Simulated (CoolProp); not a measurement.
Octamethyltrisiloxane (MDM) along the isobar 8.08 MPa: density (kg/m³) from the reference equation and from simpler models built on Tc = 565.4 K, pc = 1.438 MPa, ω = 0.528; each cubic takes its own stable root.

Model: reference Helmholtz-energy equation of state, Thol 2017, in CoolProp.

```tsv
T (K)	phase	reference	van der Waals	Soave-Redlich-Kwong	Peng-Robinson
497.7	liquid	630.6	431.4	595.4	667.3
506.3	liquid	621.4	?	586.9	657.4
514.9	liquid	612.2	?	578.1	647.2
523.5	liquid	602.8	422.3	569.2	636.7
532.1	liquid	593.3	419.2	560.1	626.0
540.7	liquid	583.7	416.1	550.7	615.1
549.2	liquid	574.2	413.0	541.4	604.0
557.8	liquid	564.4	409.9	531.7	592.6
566.4	supercritical	?	406.7	521.9	?
575	supercritical	544.6	403.6	512.0	569.3
```

Complete the blanks.


- 506.3, van der Waals: 428.4
- 514.9, van der Waals: 425.3
- 566.4, reference: 554.5
- 566.4, Peng-Robinson: 581.0
